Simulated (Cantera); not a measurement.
Standard-state values (1 bar) from the NASA 1993 polynomials, evaluated with Cantera. Values are per mole of reaction as written; species without (g) are pure solids or liquids, kept so even where they would boil at 1 bar.

Task: Between 300 and 2348 K, where is each reaction favourable under standard conditions?
- 2 NO(g) + B2O2(g) → 4 O(g) + 2 BN
- 5 O(g) + 2 BN → 2 NO(g) + B2O3(g)

Result: 
- 2 NO(g) + B2O2(g) → 4 O(g) + 2 BN: ΔG° is 765 kJ at 300 K and 687 kJ at 2348 K; it stays positive (K < 1). ΔH° is 818 kJ and ΔS° 56 J/K at 2348 K.
- 5 O(g) + 2 BN → 2 NO(g) + B2O3(g): ΔG° is -1359 kJ at 300 K and -1017 kJ at 2348 K; it stays negative (K > 1). ΔH° is -1453 kJ and ΔS° -186 J/K at 2348 K.
